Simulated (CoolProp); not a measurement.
A single-stage vapour-compression cycle with CH2F2 (R32): evaporating at 264.15 K (dew point), condensing at 288.15 K (bubble point), superheat 5 K, subcooling 5 K, compressor efficiency 0.65, no pressure losses. Each further row changes one setting.

The numbers come from the reference Helmholtz-energy equation of state, Tillner-Roth 1997 in CoolProp.

| case | cooling COP | pressure ratio | discharge temperature (K) | refrigerating effect (kJ/kg) | volumetric capacity (kJ/m³) |
|---|---|---|---|---|---|
| as stated | [?] | 2.12 | 328.8 | 301 | 4790 |
| evaporating temperature 269.15 K | [?] | 1.79 | [?] | [?] | 5680 |
| condensing temperature 283.15 K | 8.30 | [?] | 316.8 | 310 | 4940 |
| subcooling 10 K | 6.61 | 2.12 | 328.8 | 310 | 4940 |
| superheat 15 K | 6.28 | 2.12 | 341.2 | [?] | 4690 |
| compressor efficiency 0.55 | [?] | 2.12 | 336.7 | 301 | 4790 |

Question: Complete the blanks.

Answer: 
- as stated, cooling COP: 6.42
- evaporating temperature 269.15 K, cooling COP: 8.42
- evaporating temperature 269.15 K, discharge temperature (K): 320.2
- evaporating temperature 269.15 K, refrigerating effect (kJ/kg): 303
- condensing temperature 283.15 K, pressure ratio: 1.84
- superheat 15 K, refrigerating effect (kJ/kg): 312
- compressor efficiency 0.55, cooling COP: 5.43
